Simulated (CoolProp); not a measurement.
Aqueous ammonia as a coolant, at -13 °C, 1 atm.

The numbers come from the Melinder's fits for secondary coolants in CoolProp.

```tsv
mass %	freezing point (°C)	density (kg/m³)	conductivity (W/(m K))	Prandtl number	cp (kJ/(kg K))
11.5	-16.2	959.5	…	30.2	…
13.6	-20.3	953.4	0.454	31.4	4.245
15.7	-24.9	…	0.443	32.9	4.247
17.8	-30.1	942.0	0.432	…	4.249
19.9	-36.2	936.5	0.422	35.7	4.251
22.1	-43.6	930.9	0.413	36.6	4.253
24.2	-51.9	925.6	0.406	…	4.255
26.3	-61.8	920.5	0.400	37.2	4.259
```

Q: Fill in the missing entries.

A: 
- 11.5, conductivity (W/(m K)): 0.464
- 11.5, cp (kJ/(kg K)): 4.242
- 15.7, density (kg/m³): 947.6
- 17.8, Prandtl number: 34.5
- 24.2, Prandtl number: 37.0
